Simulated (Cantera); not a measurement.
Input: 1 mol SiH₄, 0.21 mol O₂, 3.2 mol H₂, 7.8 mol NO, held at 10.0 mbar.

Method: chemical equilibrium by Gibbs-energy minimisation in Cantera with the NASA 1993 tables (ideal gas, pure condensed phases). Candidate condensed phases: H₂O, Si, SiO₂, Si₂N₂O, Si₃N₄; 35 gas species. The tables hold silica as quartz up to 1696 K and as liquid above; real silica turns to tridymite and cristobalite and melts near 1996 K. Kinetics and transport are ignored.

At 1625 °C, list the 4 most abundant gas species with their mole fractions, and the condensed phases.

H₂O 0.533, N₂ 0.403, O₂ 0.0516, OH 0.00622. Condensed: SiO₂(condensed).
